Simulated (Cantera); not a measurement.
Input: 1 mol toluene, 0.51 mol O2, at 8250 Torr.

Cantera equilibrium calculation (NASA polynomials, part measured and part estimated; ideal gas, pure solids and liquids). Candidate condensed phases: C, C6H6, C7H8, C8H18, H2O; 110 gas species. Equilibrium is a limit: real reactors are often held back by kinetics, nucleation or transport. All values below are at 1825 K.

Base state: H2 0.791, CO 0.204, CH4 0.00487, H2O 0.000447, C2H2 (acetylene) 0.000170, H 0.000118, CO2 2.94e-5, C2H4 2.91e-5 (mole fractions); condensed: C(graphite).

**Question.** What changes in the equilibrium state with this change: toluene replaced by C2H2?

**Answer.** 
| species | before | after |
|---|---|---|
| CO | 0.204 | 0.505 |
| H2 | 0.791 | 0.492 |
| CH4 | 0.00487 | 0.00189 |
| CO2 | 2.94e-5 | 0.000181 |
| C2H4 | 2.91e-5 | 1.13e-5 |
| CH3 | 1.47e-5 | 7.21e-6 |
| C(graphite), mol | 5.96 | 0.977 |
